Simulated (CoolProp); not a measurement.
Saturation properties of carbonyl sulfide.

Model: reference Helmholtz-energy equation of state, Lemmon 2006, in CoolProp. It is a short technical equation, of lower accuracy than the large ones.

| T (K) | p (bar) | liquid density (kg/m³) | vapour density (kg/m³) | liquid cp (kJ/(kg K)) | surface tension (mN/m) |
|---|---|---|---|---|---|
| 252.5 | 3.335 | 1108 | 10.21 | 1.226 | 15.4 |
| 256.9 | 3.883 | 1098 | 11.77 | 1.236 | 14.7 |
| 261.4 | 4.510 | 1087 | 13.55 | 1.246 | 13.9 |
| 265.8 | 5.193 | 1077 | 15.49 | 1.256 | 13.2 |
| 270.2 | 5.951 | 1066 | 17.63 | 1.268 | 12.5 |
| 274.7 | 6.808 | 1054 | 20.04 | 1.281 | 11.8 |
| 279.1 | 7.730 | 1043 | 22.65 | 1.295 | 11.1 |
| 283.6 | 8.766 | 1031 | 25.58 | 1.310 | 10.4 |
| 288 | 9.874 | 1019 | 28.73 | 1.326 | 9.71 |
| 292.4 | 11.08 | 1007 | 32.18 | 1.344 | 9.05 |
| 296.9 | 12.42 | 993.9 | 36.06 | 1.364 | 8.40 |
| 301.3 | 13.84 | 981.0 | 40.21 | 1.385 | 7.77 |
| 305.8 | 15.42 | 967.4 | 44.86 | 1.409 | 7.14 |
| 310.2 | 17.08 | 953.7 | 49.85 | 1.436 | 6.54 |

It boils at 223.0 K under 1 atm.

Surface tension comes from a separate correlation (Mulero 2012).
